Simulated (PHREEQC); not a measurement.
Dissolve 0.23 mol CuCl2, 0.00024 mol HBF4 and 0.14 mol FeCl3 per kg of water at 25 °C and 100 atm. Closed to the air; pH follows from the charge balance.

The numbers come from PHREEQC with the ion-association model, phreeqc.dat.

This is a speciation only: nothing precipitates in the calculation.

### Question
Order these Fe species by the share of Fe that they hold, largest first: FeCl+2, Fe+3, FeOH+2, FeCl2+, Fe2(OH)2+4.

### Answer
FeCl+2 (54 %), FeCl2+ (28 %), Fe+3 (10 %), FeOH+2 (4.0 %), Fe2(OH)2+4 (1.8 %)

The pH is 2.15 and the ionic strength 0.950 mol/kgw. Examples of supersaturated solids here: Hematite (slow to form), Goethite (slow to form). Others may be too. The ionic strength is past about 0.7 mol/kgw, beyond the range of this activity model, so the values are rough. Under pressure, the constants of complexes without a molar volume in the database are unreliable. Real BF4- forms and hydrolyses slowly; the run takes it at equilibrium. Fluoro complexes past AlF4- and FeF3 are missing from the database.
